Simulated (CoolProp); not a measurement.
Properties of isobutene along the isotherm 276.85 °C (Tc = 144.9 °C, pc = 40.16 bar, ω = 0.193).

Model: reference Helmholtz-energy equation of state, Lemmon 2005, in CoolProp. It is a short technical equation, of lower accuracy than the large ones.

```
p (bar)          phase  density (kg/m³)  cv (kJ/(kg K))  Joule-Thomson coefficient (K/MPa)  isothermal compressibility (1/MPa)  expansivity (1/kK)
-------  -------------  ---------------  --------------  ---------------------------------  ----------------------------------  ------------------
0.317              gas           0.3894           2.338                              4.012                               31.58               1.825
0.513              gas           0.6305           2.339                              4.015                               19.53               1.830
0.829              gas            1.020           2.339                              4.019                               12.10               1.837
1.34               gas            1.652           2.339                              4.025                               7.497               1.848
2.16               gas            2.670           2.340                              4.036                               4.664               1.867
3.49               gas            4.334           2.341                              4.052                               2.900               1.898
5.65               gas            7.070           2.343                              4.080                               1.805               1.950
9.12               gas            11.55           2.346                              4.122                               1.132               2.036
14.7               gas            19.00           2.351                              4.189                              0.7169               2.186
23.8               gas            31.83           2.360                              4.286                              0.4581               2.460
38.5               gas            54.51           2.374                              4.396                              0.2992               2.983
62.1     supercritical            96.49           2.397                              4.349                              0.1993               3.995
100      supercritical            174.9           2.423                              3.496                              0.1207               5.336
```
